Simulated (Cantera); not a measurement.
Input: 1 mol V, 0.14 mol N2O, 2.2 mol N2, 0.038 mol O2, equilibrated at 1127 °C and 0.000980 bar.

Equilibrium computed with Cantera from the NASA thermochemical tables; the gas is ideal and each condensed phase is pure. Candidate condensed phases: V, VN, VO, V2O3, V2O4, V2O5; 13 gas species. Mutual solubility and eutectic melting of coexisting phases are not modelled. VN, VO: taken at fixed stoichiometry. Condensed phases not in the tables: solid solutions among these carbides, nitrides and lower oxides, V2N. The numbers say what is thermodynamically allowed, not how fast it happens.

Base state: N2 1.00 (mole fractions); condensed: VN(s) + VO(s).

### Question
What changes in the equilibrium state with this change: temperature from 1127 °C to 2550 °C?

### Answer
```tsv
species	before	after
N2	1.00	0.699
V	<1e-9	0.239
VO	2.56e-9	0.0572
O	<1e-9	0.00188
VO2	7.13e-9	0.00269
N	<1e-9	0.000111
NO	<1e-9	7.72e-5
VN(s), mol	0.784	0
VO(s), mol	0.216	0
```
